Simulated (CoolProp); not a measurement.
A simple Rankine cycle with ammonia: condensing at 323.15 K, boiler at 6.47 MPa, turbine inlet 524.9 K, turbine efficiency 0.65, pump efficiency 0.7, no recuperator. Each further row changes one setting.

Model: reference Helmholtz-energy equation of state, Gao 2020, in CoolProp.

```json
[
 {"case": "as stated", "thermal efficiency (%)": "9.5", "net work (kJ/kg)": "147", "heat in (kJ/kg)": "1540", "turbine exit temperature (K)": "441.7", "volume ratio over the turbine": "2.78"},
 {"case": "turbine inlet 544.9 K", "thermal efficiency (%)": "9.7", "net work (kJ/kg)": "155", "heat in (kJ/kg)": "1600", "turbine exit temperature (K)": "461.1", "volume ratio over the turbine": "2.78"},
 {"case": "condensing temperature 315.15 K", "thermal efficiency (%)": "10.9", "net work (kJ/kg)": "171", "heat in (kJ/kg)": "1580", "turbine exit temperature (K)": "428.7", "volume ratio over the turbine": "3.35"},
 {"case": "boiler pressure 4.53 MPa", "thermal efficiency (%)": "7.0", "net work (kJ/kg)": "110", "heat in (kJ/kg)": "1570", "turbine exit temperature (K)": "467.8", "volume ratio over the turbine": "2.02"},
 {"case": "turbine efficiency 0.55", "thermal efficiency (%)": "8.0", "net work (kJ/kg)": "122", "heat in (kJ/kg)": "1540", "turbine exit temperature (K)": "451.1", "volume ratio over the turbine": "2.85"}
]
```
